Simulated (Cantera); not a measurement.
# Stirred combustor or abatement burner

A perfectly stirred reactor is fed with C₂H₆ : O₂ : N₂ : H₂O = 1 : 3.18 : 22.3 : 2.7 (molar parts), equivalence ratio 1.1, at 0.860 bar; it is adiabatic with a 450 K inlet, and is followed from long to short residence time, starting on the burning branch (τ in s: 0.062, 0.026, 0.011, 0.0043, 0.0018, 0.00073, 0.0003, 0.00012, 5.1e-05).

Detailed kinetics in Cantera: GRI-Mech 3.0 (53 species, 325 reactions).

```
τ (s)    T (K)   x C₂H₆      x O₂   x H₂O    x H₂    x NO₂
-------  -----  -------  --------  ------  ------  -------
0.062     1615  3.79e-6  0.000596   0.178  0.0110  1.22e-9
0.026     1606  7.04e-6   0.00104   0.177  0.0112  1.61e-9
0.011     1593  1.38e-5   0.00180   0.177  0.0114  1.93e-9
0.0043    1568  3.33e-5   0.00346   0.176  0.0117  2.13e-9
0.0018     450   0.0343     0.109  0.0925  <1e-12   <1e-12
0.00073    450   0.0343     0.109  0.0925  <1e-12   <1e-12
0.00030    450   0.0343     0.109  0.0925  <1e-12   <1e-12
0.00012    450   0.0343     0.109  0.0925  <1e-12   <1e-12
5.1e-5     450   0.0343     0.109  0.0925  <1e-12   <1e-12
```
x: mole fraction; the columns are a selection and need not sum to one.
